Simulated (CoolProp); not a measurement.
Saturation properties of m-xylene (Tc = 616.9 K, pc = 3535 kPa, ω = 0.326).

The numbers come from the reference Helmholtz-energy equation of state, Zhou 2012 in CoolProp.

```
T (K)  p (kPa)  liquid cp (kJ/(kg K))  liquid conductivity (mW/(m K))
-----  -------  ---------------------  ------------------------------
418.5    119.6                  2.141                            99.3
444.4    223.7                  2.244                            93.6
470.3    386.9                  2.355                            88.4
496.3    629.6                  2.477                            83.8
522.2    971.4                  2.622                            80.0
548.1     1438                  2.814                            76.8
574       2058                  3.133                            74.7
599.9     2870                  4.096                            74.8
```

It boils at 412.2 K under 1 atm.

Thermal conductivity comes from a separate model (Mylona 2014).
